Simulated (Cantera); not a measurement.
## Stirred combustor or abatement burner

A perfectly stirred reactor is fed with 3.00 % CH₄, 0.690 % C₂H₆, 19.6 % O₂, 73.5 % N₂, 3.30 % CO₂, equivalence ratio 0.43, at 760 Torr; it is adiabatic with a 625 K inlet, and is followed from long to short residence time, starting on the burning branch (τ in s: 0.064, 0.033, 0.017, 0.0087, 0.0045, 0.0023, 0.0012, 0.00061, 0.00031, 0.00016, 8.2e-05, 4.2e-05).

Computed with Cantera and GRI-Mech 3.0 (53 species, 325 reactions).

| τ (s) | T (K) | x CH₄ | x C₂H₆ | x O₂ | x O | x CH₂ |
|---|---|---|---|---|---|---|
| 0.064 | 1562 | 1.79e-5 | 1.09e-6 | 0.111 | 0.000125 | 2.21e-8 |
| 0.033 | 1559 | 2.74e-5 | 1.67e-6 | 0.111 | 0.000188 | 3.92e-8 |
| 0.017 | 1554 | 4.23e-5 | 2.56e-6 | 0.111 | 0.000280 | 6.88e-8 |
| 0.0087 | 1546 | 6.62e-5 | 3.97e-6 | 0.112 | 0.000411 | 1.20e-7 |
| 0.0045 | 1534 | 0.000105 | 6.21e-6 | 0.112 | 0.000583 | 2.04e-7 |
| 0.0023 | 1515 | 0.000175 | 1.02e-5 | 0.113 | 0.000791 | 3.48e-7 |
| 0.0012 | 1487 | 0.000310 | 1.77e-5 | 0.114 | 0.000970 | 5.85e-7 |
| 0.00061 | 1431 | 0.000734 | 4.15e-5 | 0.118 | 0.000892 | 1.06e-6 |
| 0.00031 | 625 | 0.0300 | 0.00690 | 0.196 | <1e-12 | <1e-12 |
| 0.00016 | 625 | 0.0300 | 0.00690 | 0.196 | <1e-12 | <1e-12 |
| 8.2e-5 | 625 | 0.0300 | 0.00690 | 0.196 | <1e-12 | <1e-12 |
| 4.2e-5 | 625 | 0.0300 | 0.00690 | 0.196 | <1e-12 | <1e-12 |
x: mole fraction; the columns are a selection and need not sum to one.
